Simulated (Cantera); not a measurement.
A Cantera script and its output.

```python
import numpy as np
import cantera as ct

gas = ct.Solution("gri30.yaml")
gas.TPX = 1525, 2666, {'C3H8': 1, 'H2': 1.5}
reactor = ct.IdealGasConstPressureReactor(gas, energy="off", clone=False)
net = ct.ReactorNet([reactor])
net.rtol, net.atol = 1e-08, 1e-18
show = ['C3H8', 'H2', 'CH3', 'C2H', 'H', 'CH2']
times = np.geomspace(2e-05, 4, 15)

steps = ct.SolutionArray(gas, extra=["t"])
rows = []
print(f"{'t/s':>10s}{'T/K':>9s}{'P/Pa':>11s}" + "".join(f"{s:>11s}" for s in show))
for t in times:
    while net.time < t:
        t_next = net.step()
        steps.append(gas.state, t=t_next)
    rows.append([np.interp(t, steps.t, y) for y in (steps.T, steps.P, *steps(*show).X.T)])
    print(f"{t:10.3e}{rows[-1][0]:9.1f}{rows[-1][1]:11.4g}" + "".join(f"{x:11.3e}" for x in rows[-1][2:]))
rate = np.gradient(steps.T, steps.t)
print("integrator steps:", len(steps.t))
if steps.T.max() > steps.T[0] + 200:
    print(f"time of steepest temperature rise: {steps.t[rate.argmax()]:.4e} s")
gas.TPX = 1525, 2666, {'C3H8': 1, 'H2': 1.5}
gas.equilibrate("TP")
print(f"equilibrium (TP): T = {gas.T:.1f} K  " + "  ".join(f"{s} {gas[s].X[0]:.3e}" for s in show))
```

Result:

```
       t/s      T/K       P/Pa       C3H8         H2        CH3        C2H          H        CH2
 2.000e-05   1525.0       2666  3.913e-01  5.969e-01  4.935e-03  8.898e-14  1.269e-04  4.562e-07
 4.783e-05   1525.0       2666  3.716e-01  5.899e-01  1.359e-02  8.194e-12  2.608e-04  4.062e-06
 1.144e-04   1525.0       2666  3.067e-01  5.670e-01  2.854e-02  5.321e-10  5.308e-04  1.133e-05
 2.735e-04   1525.0       2666  1.578e-01  5.185e-01  3.284e-02  1.593e-08  8.901e-04  1.356e-05
 6.540e-04   1525.0       2666  2.644e-02  4.834e-01  1.695e-02  1.282e-07  1.032e-03  7.070e-06
 1.564e-03   1525.0       2666  1.226e-03  4.961e-01  4.969e-03  1.582e-07  5.264e-04  1.722e-06
 3.740e-03   1525.0       2666  3.114e-05  5.145e-01  1.775e-03  9.176e-08  2.155e-04  3.902e-07
 8.944e-03   1525.0       2666  3.592e-07  5.298e-01  7.936e-04  5.372e-08  1.025e-04  1.026e-07
 2.139e-02   1525.0       2666  3.505e-08  5.441e-01  4.081e-04  3.414e-08  5.562e-05  3.148e-08
 5.115e-02   1525.0       2666  1.315e-08  5.597e-01  2.949e-04  3.018e-08  4.268e-05  1.758e-08
 1.223e-01   1525.0       2666  9.653e-09  5.778e-01  3.182e-04  3.999e-08  4.962e-05  2.095e-08
 2.925e-01   1525.0       2666  9.709e-09  5.908e-01  3.631e-04  5.196e-08  6.079e-05  2.799e-08
 6.995e-01   1525.0       2666  8.259e-09  6.016e-01  3.475e-04  5.480e-08  6.413e-05  2.778e-08
 1.673e+00   1525.0       2666  5.514e-09  6.216e-01  3.045e-04  5.855e-08  6.902e-05  2.555e-08
 4.000e+00   1525.0       2666  2.452e-09  6.530e-01  2.331e-04  6.626e-08  7.898e-05  2.166e-08
integrator steps: 1212
equilibrium (TP): T = 1525.0 K  C3H8 1.189e-11  H2 7.226e-01  CH3 1.923e-05  C2H 1.018e-07  H 1.240e-04  CH2 2.822e-09
```

Model: GRI-Mech 3.0 (53 species, 325 reactions), integrated in Cantera. GRI-Mech 3.0 was tuned for natural gas; its chemistry of propane as a main component is partial and can be far from experiment. GRI-Mech 3.0 stops at C3 and has no aromatics, soot or wall deposition, so with more carbon than oxygen in the feed, carbon stays in small species such as C2H2 where larger ones or solid carbon would form. Radical loss at walls, strong at low pressure, is not modelled.
